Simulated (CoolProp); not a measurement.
Properties of CHF3 (R23) along the isobar 0.101 MPa (Tc = 26.1 °C, pc = 4.832 MPa, ω = 0.263).

Model: reference Helmholtz-energy equation of state, Penoncello 2003, in CoolProp.

```json
[
 {"T (°C)": "-147.15", "phase": "liquid", "cp (kJ/(kg K))": "1.200", "speed of sound (m/s)": "1189", "isothermal compressibility (1/MPa)": "0.0006664", "viscosity (µPa s)": "1490"},
 {"T (°C)": "-110.35", "phase": "liquid", "cp (kJ/(kg K))": "1.204", "speed of sound (m/s)": "978.6", "isothermal compressibility (1/MPa)": "0.001131", "viscosity (µPa s)": "519"},
 {"T (°C)": "-73.65", "phase": "gas", "cp (kJ/(kg K))": "0.6690", "speed of sound (m/s)": "168.4", "isothermal compressibility (1/MPa)": "10.28", "viscosity (µPa s)": "9.92"},
 {"T (°C)": "-36.85", "phase": "gas", "cp (kJ/(kg K))": "0.6640", "speed of sound (m/s)": "183.5", "isothermal compressibility (1/MPa)": "10.08", "viscosity (µPa s)": "11.9"},
 {"T (°C)": "-0.15", "phase": "gas", "cp (kJ/(kg K))": "0.7037", "speed of sound (m/s)": "196.5", "isothermal compressibility (1/MPa)": "10.01", "viscosity (µPa s)": "13.7"},
 {"T (°C)": "36.65", "phase": "gas", "cp (kJ/(kg K))": "0.7524", "speed of sound (m/s)": "208.3", "isothermal compressibility (1/MPa)": "9.968", "viscosity (µPa s)": "15.5"},
 {"T (°C)": "73.35", "phase": "gas", "cp (kJ/(kg K))": "0.8026", "speed of sound (m/s)": "219.2", "isothermal compressibility (1/MPa)": "9.946", "viscosity (µPa s)": "17.2"},
 {"T (°C)": "110.15", "phase": "gas", "cp (kJ/(kg K))": "0.8520", "speed of sound (m/s)": "229.6", "isothermal compressibility (1/MPa)": "9.932", "viscosity (µPa s)": "18.8"}
]
```

Viscosity comes from a separate model (Shan 2000).
